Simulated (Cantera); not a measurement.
A closed system holds: 1 mol Si2H6, 0.17 mol O2, 98 mol N2, 0.64 mol H2O, held at 1330 Pa.

Method: chemical equilibrium by Gibbs-energy minimisation in Cantera with the NASA 1993 tables (ideal gas, pure condensed phases). Candidate condensed phases: H2O, Si, SiO2, Si2N2O, Si3N4; 35 gas species. The feed counts by its element totals alone. N2 is the only nitrogen source here; it is nearly inert below about 1500 K, so the nitride shown seldom forms there in practice. Mutual solubility and eutectic melting of coexisting phases are not modelled. Equilibrium is a limit: real reactors are often held back by kinetics, nucleation or transport.

**Question.** Which condensed phases are stable at each of these points (T (°C)): 577, 677, 777, 877, 977, 1077, 1177, 1277, 1377, 1477, 1577, 1677?

**Answer.** 
```tsv
T (°C)	condensed phases	Si condensed (%)
577	Si2N2O(s) + Si3N4(s)	100.0
677	Si2N2O(s) + Si3N4(s)	100.0
777	Si2N2O(s) + Si3N4(s)	100.0
877	Si2N2O(s) + Si3N4(s)	100.0
977	Si2N2O(s) + Si3N4(s)	100.0
1077	Si2N2O(s) + Si3N4(s)	100.0
1177	Si2N2O(s) + Si3N4(s)	100.0
1277	Si2N2O(s) + Si3N4(s)	99.8
1377	Si2N2O(s) + Si3N4(s)	96.6
1477	Si2N2O(s) + Si3N4(s)	62.6
1577	Si(l)	48.0
1677	Si(l)	40.3
```

From 577 °C to 1477 °C the condensed part is Si2N2O(s) + Si3N4(s). From 1577 °C to 1677 °C the condensed part is Si(l).
